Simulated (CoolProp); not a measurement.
Saturation properties of tetradecamethylhexasiloxane (MD4M) (Tc = 653.2 K, pc = 828.6 kPa, ω = 0.800).

Values from CoolProp's reference Helmholtz-energy equation of state, Thol 2019.

| T (K) | p (kPa) | liquid density (kg/m³) | vapour density (kg/m³) | enthalpy of vaporisation (kJ/kg) | surface tension (mN/m) |
|---|---|---|---|---|---|
| 332.1 | 0.01758 | 853.7 | 0.002922 | 162.8 | 15.8 |
| 346.5 | 0.05326 | 839.8 | 0.008488 | 158.0 | 14.9 |
| 360.8 | 0.1424 | 825.8 | 0.02180 | 153.3 | 14.0 |
| 375.2 | 0.3458 | 811.7 | 0.05096 | 148.6 | 13.1 |
| 389.5 | 0.7637 | 797.5 | 0.1085 | 144.0 | 12.2 |
| 403.9 | 1.568 | 783.0 | 0.2154 | 139.4 | 11.3 |
| 418.2 | 2.991 | 768.4 | 0.3982 | 135.0 | 10.5 |
| 432.6 | 5.395 | 753.5 | 0.6979 | 130.4 | 9.61 |
| 446.9 | 9.194 | 738.5 | 1.159 | 126.0 | 8.79 |
| 461.3 | 15.01 | 722.9 | 1.851 | 121.4 | 7.98 |
| 475.6 | 23.44 | 707.1 | 2.838 | 116.8 | 7.20 |
| 490 | 35.41 | 690.6 | 4.226 | 112.1 | 6.43 |
| 504.3 | 51.66 | 673.8 | 6.108 | 107.4 | 5.69 |
| 518.7 | 73.47 | 656.1 | 8.650 | 102.4 | 4.97 |

It boils at 532.8 K under 1 atm.

Surface tension comes from a separate correlation (Mulero 2014), older than this fluid's equation and unchecked against measurements.
